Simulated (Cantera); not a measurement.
Source: NASA polynomial tables (part measured, part estimated), evaluated in Cantera. Values are per mole of reaction as written; species without (g) are pure solids or liquids, kept so even where they would boil at 1 bar.

3 Nb₂O₅ = 6 NbO₂ + O₃(g)

```csv
T (K),ΔH° (kJ),ΔS° (J/K),ΔG° (kJ),log10 K,condensed phases
1673,1118.6,195.3,791.9,-24.73,"Nb₂O₅(s), NbO₂(s)"
1823,…,…,…,…,"Nb₂O₅(l), NbO₂(s)"
1973,776.7,4.6,767.7,-20.32,"Nb₂O₅(l), NbO₂(s)"
2123,752.9,-7.1,767.9,-18.89,"Nb₂O₅(l), NbO₂(s)"
2273,1288.4,239.2,744.7,-17.11,"Nb₂O₅(l), NbO₂(l)"
2423,…,…,…,…,"Nb₂O₅(l), NbO₂(l)"
2573,1263.4,228.9,674.5,-13.69,"Nb₂O₅(l), NbO₂(l)"
2723,1251.6,224.4,640.5,-12.29,"Nb₂O₅(l), NbO₂(l)"
```

Complete the blanks.


- 1823, ΔH° (kJ): 801.0
- 1823, ΔS° (J/K): 17.4
- 1823, ΔG° (kJ): 769.3
- 1823, log10 K: -22.04
- 2423, ΔH° (kJ): 1275.7
- 2423, ΔS° (J/K): 233.8
- 2423, ΔG° (kJ): 709.2
- 2423, log10 K: -15.29
